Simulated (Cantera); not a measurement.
Feed: 1 mol B, 0.099 mol O2, 6.9 mol N2, 0.47 mol NH3, held at 1.10 mbar.

Equilibrium computed with Cantera from the NASA thermochemical tables; the gas is ideal and each condensed phase is pure. Candidate condensed phases: B, BN, B2O3, B3O3H3, H2O; 39 gas species. Mutual solubility and eutectic melting of coexisting phases are not modelled. Rates play no part.

Q: Which condensed phases are stable at each of these points (T (K)): 1323, 1423, 1523, 1623, 1723, 1823, 1923?

A: 
| T (K) | condensed phases | B condensed (%) |
|---|---|---|
| 1323 | BN(s) + B2O3(l) | 98.6 |
| 1423 | BN(s) + B2O3(l) | 91.0 |
| 1523 | BN(s) | 86.1 |
| 1623 | BN(s) | 83.9 |
| 1723 | BN(s) | 81.6 |
| 1823 | BN(s) | 80.5 |
| 1923 | BN(s) | 80.2 |

From 1323 K to 1423 K the condensed part is BN(s) + B2O3(l). From 1523 K to 1923 K the condensed part is BN(s).
